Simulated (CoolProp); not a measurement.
The numbers come from the reference Helmholtz-energy equation of state, McLinden 2020 in CoolProp.

Task: Give the vapour pressure (MPa), liquid density (kg/m³), vapour density (kg/m³), enthalpy of vaporisation (kJ/kg) of saturated R1336mzz(Z) at 355.2, 369, 375.8 K.

Result: 
```
T (K)  p (MPa)  liquid density (kg/m³)  vapour density (kg/m³)  enthalpy of vaporisation (kJ/kg)
-----  -------  ----------------------  ----------------------  --------------------------------
355.2    0.454                    1200                    29.5                               139
369      0.640                    1150                    42.0                               130
375.8    0.751                    1130                    49.7                               125
```
